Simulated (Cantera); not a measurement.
Charge: 1 mol C2F6, a varied amount of HCl, 0.3 mol H2, equilibrated at 1423.15 K and 0.00360 bar.

Equilibrium computed with Cantera from the NASA thermochemical tables; the gas is ideal and each condensed phase is pure. Candidate condensed phases: C, C6H6, C7H8, C8H18; 118 gas species. The feed counts by its element totals alone. Gases not in the tables: C2F6 and larger saturated fluorocarbons. The numbers say what is thermodynamically allowed, not how fast it happens.

x: gas mole fraction; n: condensed amount in mol.

| n(HCl) (mol) | x CF4 | x HF | x Cl | x Cl2 | x HCl | x CClF3 | n C(graphite) |
|---|---|---|---|---|---|---|---|
| 0.051 | 0.659 | 0.317 | 0.0185 | 0.00108 | 0.00358 | 0.000850 | 0.660 |
| 0.081 | 0.641 | 0.322 | 0.0276 | 0.00238 | 0.00545 | 0.00124 | 0.667 |
| 0.13 | 0.613 | 0.331 | 0.0403 | 0.00508 | 0.00826 | 0.00175 | 0.677 |
| 0.2 | 0.578 | 0.343 | 0.0553 | 0.00958 | 0.0119 | 0.00230 | 0.692 |
| 0.32 | ? | 0.361 | ? | ? | ? | ? | 0.717 |
| 0.51 | ? | 0.385 | ? | ? | ? | 0.00344 | 0.758 |
| 0.81 | 0.373 | 0.415 | 0.124 | 0.0479 | 0.0360 | 0.00370 | 0.821 |
| 1.3 | 0.279 | 0.449 | 0.149 | 0.0694 | 0.0504 | 0.00358 | 0.923 |

Task: Complete the blanks.

Result: 
- 0.51, x CF4: 0.456
- 0.51, x Cl: 0.0987
- 0.51, x Cl2: 0.0306
- 0.51, x HCl: 0.0254
- 0.32, x CF4: 0.525
- 0.32, x Cl: 0.0755
- 0.32, x Cl2: 0.0179
- 0.32, x HCl: 0.0176
- 0.32, x CClF3: 0.00292
